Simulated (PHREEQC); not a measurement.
Dissolve 0.011 mol PbCl2, 0.00021 mol KNO3 and 0.019 mol Cu(NO3)2 per kg of water at 20 °C and 10 atm. It is in equilibrium with CO2 at log p = -1 (atm). Otherwise closed; pH follows from the charge balance.

Equilibrium calculation in PHREEQC: ion-association model, phreeqc.dat.

| quantity | before | after |
|---|---|---|
| pH | 3.95 | 3.77 |
| ionic strength (mol/kgw) | 0.0823 | 0.305 |
| Pb+2 (mol/kgw) | 0.00738 | 0.00573 |
| CO2 (mol/kgw) | 0.00379 | 0.00360 |
| SI of Cerussite (PbCO3) | -0.61 | -1.21 |
| SI of Pb(OH)2 (Pb(OH)2) | -2.96 | -3.56 |

**Question.** What was changed between the two runs?
(A) Cu(NO3)2 from 0.019 to 0.095 mol/kgw
(B) temperature from 20 to 75 °C
(C) diluted 2-fold with water
(D) Cu(NO3)2 replaced by Ba(NO3)2 at the same molality
(E) KNO3 from 0.00021 to 0.000105 mol/kgw

**Answer.** A, Cu(NO3)2 from 0.019 to 0.095 mol/kgw

This is a speciation only: nothing precipitates in the calculation.
